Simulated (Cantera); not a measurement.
Thermodynamics of hydrogen reduction and annealing atmospheres, feed Fe3O4 + H2 + N2

Feed: 1 mol Fe3O4, a varied amount of H2, 1.9 mol N2, held at 133 Pa.

Equilibrium computed with Cantera from the NASA thermochemical tables; the gas is ideal and each condensed phase is pure. Candidate condensed phases: Fe, FeO, Fe(OH)2, Fe(OH)3, Fe2O3, Fe3O4, H2O; 27 gas species. Each liquid is taken as pure. Mutual solubility and eutectic melting of coexisting phases are not modelled. The tables' stoichiometric FeO is somewhat more stable than real wüstite, so its field is too wide. FeO: taken at fixed stoichiometry. Kinetics and transport are ignored.

Stable condensed phases:

```
T in K \ n(H2) in mol
         6.5  11  19  32  54  93 160 270 460
   2198    A   A   A   A   A   A   A   A   A
   2048    B   A   A   A   A   A   A   A   A
   1898    C   C   D   A   A   A   A   A   A
   1748    C   C   D   D   D   D   D   D   A
   1598    C   C   D   D   D   D   D   D   D
   1448    C   C   D   D   D   D   D   D   D
   1298    C   C   D   D   D   D   D   D   D
   1148    C   C   C   D   D   D   D   D   D
    998    B   C   C   D   D   D   D   D   D
```

A: gas only; B: FeO; C: Fe + FeO; D: Fe.
